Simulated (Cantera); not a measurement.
A closed system holds: 1 mol CH4, 0.049 mol CO2, equilibrated at 10.0 Pa.

Equilibrium computed with Cantera from the NASA thermochemical tables; the gas is ideal and each condensed phase is pure. Candidate condensed phases: C, C6H6, C7H8, C8H18, H2O; 131 gas species. Ions and electrons are included (thermal ionisation). The numbers say what is thermodynamically allowed, not how fast it happens. All values below are at 3477 °C.

Base state: H 0.792, C 0.188, CO 0.0194, C2 0.000322, H2 6.25e-5, e- 2.28e-5, C+ 2.27e-5, O 1.56e-5 (mole fractions); condensed: gas only.

Task: What changes in the equilibrium state with this change: pressure from 10.0 Pa to 10.0 mbar?

Result: 
```tsv
species	before	after
H	0.792	0.815
C	0.188	0.130
CO	0.0194	0.0203
C2	0.000322	0.0155
C3	3.41e-6	0.0114
C4	<1e-9	1.88e-5
C2H2 (acetylene)	<1e-9	1.73e-5
C2H	1.72e-7	0.000851
```
